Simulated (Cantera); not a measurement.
Cantera with NASA thermochemical tables; ideal gases at 1 bar, condensed phases pure. Values are per mole of reaction as written; species without (g) are pure solids or liquids, kept so even where they would boil at 1 bar.

2 TiO2 + NO(g) = Ti2O3 + NO2(g), with ΔH° = 311.6 kJ and ΔS° = 6.3 J/K at 300 K.

How far is the shortcut ΔG° ≈ ΔH°(300 K) − T·ΔS°(300 K) from the full temperature-dependent value at 550, 750, 950, 1150, 1350, 1550, 1750 K?


| T (K) | shortcut (kJ) | full (kJ) | difference (kJ) | difference in log10 K |
|---|---|---|---|---|
| 550 | 308.1 | 308.0 | 0.2 | -0.02 |
| 750 | 306.9 | 305.4 | 1.4 | -0.10 |
| 950 | 305.6 | 302.2 | 3.5 | -0.19 |
| 1150 | 304.4 | 298.3 | 6.1 | -0.28 |
| 1350 | 303.1 | 293.8 | 9.3 | -0.36 |
| 1550 | 301.8 | 288.8 | 13.0 | -0.44 |
| 1750 | 300.6 | 283.4 | 17.1 | -0.51 |
The shortcut ignores the heat-capacity change of the reaction.
